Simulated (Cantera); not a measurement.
An adiabatic, constant-volume homogeneous reactor starts with CH₃OH : O₂ : N₂ = 1 : 1.65 : 6.1 (molar parts), at 1675 K and 101000 Pa. Integrator tolerance rtol = 1e-08.

Cantera simulation using GRI-Mech 3.0 (53 species, 325 reactions); the numbers are that mechanism's predictions, not measurements. GRI-Mech 3.0 was tuned for natural gas; its chemistry of methanol as a main component is partial and can be far from experiment.

```csv
quantity,before,after
time of steepest temperature rise,49.6 µs,6.62 µs
temperature at 0.200 s,2902 K,3112 K
equilibrium temperature,2902 K,3112 K
x(CH₃OH) at 0.200 s,<1e-12 (gas-phase equilibrium <1e-12),<1e-12 (gas-phase equilibrium <1e-12)
x(O₂) at 0.200 s,0.0329 (gas-phase equilibrium 0.0329),0.0272 (gas-phase equilibrium 0.0272)
x(OH) at 0.200 s,0.0290 (gas-phase equilibrium 0.0290),0.0251 (gas-phase equilibrium 0.0251)
x(CH₂) at 0.200 s,<1e-12 (gas-phase equilibrium <1e-12),<1e-12 (gas-phase equilibrium <1e-12)
x(CH₃) at 0.200 s,<1e-12 (gas-phase equilibrium <1e-12),<1e-12 (gas-phase equilibrium 1.07e-12)
x(H) at 0.200 s,0.0119 (gas-phase equilibrium 0.0119),0.00605 (gas-phase equilibrium 0.00605)
```

**Question.** Name the change that produced these shifts.
(A) pressure from 101000 Pa to 72000 Pa
(B) constant pressure in place of constant volume
(C) initial temperature 1675 to 1700 K
(D) pressure from 101000 Pa to 1000000 Pa

**Answer.** D, pressure from 101000 Pa to 1000000 Pa
